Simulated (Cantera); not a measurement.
**Dilute partial oxidation**

An isothermal, constant-pressure homogeneous reactor starts with CH4 : O2 : N2 = 0.006 : 0.023 : 1 (molar parts), equivalence ratio 0.52, at 1075 K and 4.30 bar.

Computed with Cantera and GRI-Mech 3.0 (53 species, 325 reactions).

```json
[
 {"t (s)": "7.00e-6", "x CH4": "0.00583", "x O2": "0.0224", "x CH2O": "<1e-12", "x CO": "<1e-12", "x CH2CO": "<1e-12"},
 {"t (s)": "3.94e-5", "x CH4": "0.00583", "x O2": "0.0224", "x CH2O": "<1e-12", "x CO": "<1e-12", "x CH2CO": "<1e-12"},
 {"t (s)": "0.000221", "x CH4": "0.00583", "x O2": "0.0224", "x CH2O": "9.56e-12", "x CO": "<1e-12", "x CH2CO": "<1e-12"},
 {"t (s)": "0.00124", "x CH4": "0.00583", "x O2": "0.0224", "x CH2O": "3.22e-10", "x CO": "<1e-12", "x CH2CO": "<1e-12"},
 {"t (s)": "0.00700", "x CH4": "0.00583", "x O2": "0.0224", "x CH2O": "1.46e-8", "x CO": "2.74e-11", "x CH2CO": "<1e-12"},
 {"t (s)": "0.0394", "x CH4": "0.00583", "x O2": "0.0224", "x CH2O": "7.77e-7", "x CO": "1.35e-8", "x CH2CO": "<1e-12"},
 {"t (s)": "0.221", "x CH4": "0.00581", "x O2": "0.0223", "x CH2O": "1.24e-5", "x CO": "2.05e-6", "x CH2CO": "2.43e-10"},
 {"t (s)": "1.24", "x CH4": "8.35e-10", "x O2": "0.0111", "x CH2O": "7.70e-11", "x CO": "0.000760", "x CH2CO": "<1e-12"},
 {"t (s)": "7.00", "x CH4": "<1e-12", "x O2": "0.0107", "x CH2O": "<1e-12", "x CO": "1.64e-5", "x CH2CO": "<1e-12"}
]
```
x: mole fraction; the columns are a selection and need not sum to one.

Equilibrium at this temperature and pressure: CH4 <1e-12, O2 0.0107, CH2O <1e-12, CO 1.78e-11, CH2CO <1e-12 (gas phase only).
